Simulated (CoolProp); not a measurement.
Saturation properties of R1336mzz(E) (Tc = 403.5 K, pc = 2.779 MPa, ω = 0.413).

Values from CoolProp's reference Helmholtz-energy equation of state, Akasaka 2023.

| T (K) | p (MPa) | vapour density (kg/m³) | enthalpy of vaporisation (kJ/kg) |
|---|---|---|---|
| 287.1 | 0.1288 | 9.402 | 150.4 |
| 292.5 | 0.1579 | 11.42 | 147.5 |
| 298 | 0.1924 | 13.81 | 144.5 |
| 303.4 | 0.2317 | 16.54 | 141.5 |
| 308.9 | 0.2779 | 19.75 | 138.4 |
| 314.3 | 0.3297 | 23.37 | 135.2 |
| 319.8 | 0.3898 | 27.60 | 131.8 |
| 325.2 | 0.4566 | 32.36 | 128.3 |
| 330.6 | 0.5317 | 37.80 | 124.7 |
| 336.1 | 0.6174 | 44.13 | 120.9 |
| 341.5 | 0.7114 | 51.23 | 116.9 |
| 347 | 0.8178 | 59.52 | 112.6 |
| 352.4 | 0.9335 | 68.85 | 108.2 |
| 357.8 | 1.061 | 79.58 | 103.5 |
| 363.3 | 1.204 | 92.24 | 98.27 |

It boils at 281.0 K under 1 atm.
